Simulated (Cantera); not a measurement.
Input (Python, Cantera):

```python
import numpy as np
import cantera as ct

gas = ct.Solution("h2o2.yaml")
gas.TPX = 1098, 200, {'H2': 0.15, 'O2': 2.5}
reactor = ct.IdealGasConstPressureReactor(gas, energy="off", clone=False)
net = ct.ReactorNet([reactor])
net.rtol, net.atol = 1e-08, 1e-18
show = ['H2', 'O2', 'H2O2', 'H2O', 'HO2', 'H']
times = np.geomspace(0.0008, 10, 11)

steps = ct.SolutionArray(gas, extra=["t"])
rows = []
print(f"{'t/s':>10s}{'T/K':>9s}{'P/Pa':>11s}" + "".join(f"{s:>11s}" for s in show))
for t in times:
    while net.time < t:
        t_next = net.step()
        steps.append(gas.state, t=t_next)
    rows.append([np.interp(t, steps.t, y) for y in (steps.T, steps.P, *steps(*show).X.T)])
    print(f"{t:10.3e}{rows[-1][0]:9.1f}{rows[-1][1]:11.4g}" + "".join(f"{x:11.3e}" for x in rows[-1][2:]))
rate = np.gradient(steps.T, steps.t)
print("integrator steps:", len(steps.t))
if steps.T.max() > steps.T[0] + 200:
    print(f"time of steepest temperature rise: {steps.t[rate.argmax()]:.4e} s")
gas.TPX = 1098, 200, {'H2': 0.15, 'O2': 2.5}
gas.equilibrate("TP")
print(f"equilibrium (TP): T = {gas.T:.1f} K  " + "  ".join(f"{s} {gas[s].X[0]:.3e}" for s in show))
```

Result:

```
       t/s      T/K       P/Pa         H2         O2       H2O2        H2O        HO2          H
 8.000e-04   1098.0        200  5.660e-02  9.434e-01  7.451e-14  1.943e-10  7.131e-10  5.171e-10
 2.055e-03   1098.0        200  5.660e-02  9.434e-01  4.913e-13  2.380e-09  1.833e-09  1.794e-09
 5.278e-03   1098.0        200  5.660e-02  9.434e-01  3.245e-12  5.769e-08  4.748e-09  2.346e-08
 1.356e-02   1098.0        200  5.656e-02  9.434e-01  3.113e-11  3.532e-05  3.968e-08  1.316e-05
 3.482e-02   1098.0        200  2.197e-03  9.041e-01  2.313e-08  4.554e-02  8.526e-07  1.430e-02
 8.944e-02   1098.0        200  9.762e-04  9.033e-01  1.325e-08  4.884e-02  7.848e-07  1.126e-02
 2.297e-01   1098.0        200  8.658e-04  9.085e-01  1.385e-08  5.029e-02  7.736e-07  9.174e-03
 5.901e-01   1098.0        200  6.364e-04  9.185e-01  1.504e-08  5.293e-02  7.341e-07  5.531e-03
 1.516e+00   1098.0        200  3.090e-04  9.310e-01  1.630e-08  5.594e-02  6.106e-07  1.784e-03
 3.893e+00   1098.0        200  8.301e-05  9.388e-01  1.515e-08  5.757e-02  3.709e-07  2.428e-04
 1.000e+01   1098.0        200  1.503e-05  9.411e-01  1.024e-08  5.805e-02  1.467e-07  1.867e-05
integrator steps: 1279
equilibrium (TP): T = 1098.0 K  H2 1.694e-09  O2 9.417e-01  H2O2 2.236e-11  H2O 5.825e-02  HO2 1.931e-09  H 2.292e-11
```

Detailed kinetics in Cantera: the H2/O2 subset of GRI-Mech 3.0, which has no nitrogen chemistry. Radical loss at walls, strong at low pressure, is not modelled. The temperature is held fixed by assumption; the heat of reaction is taken as removed at once.
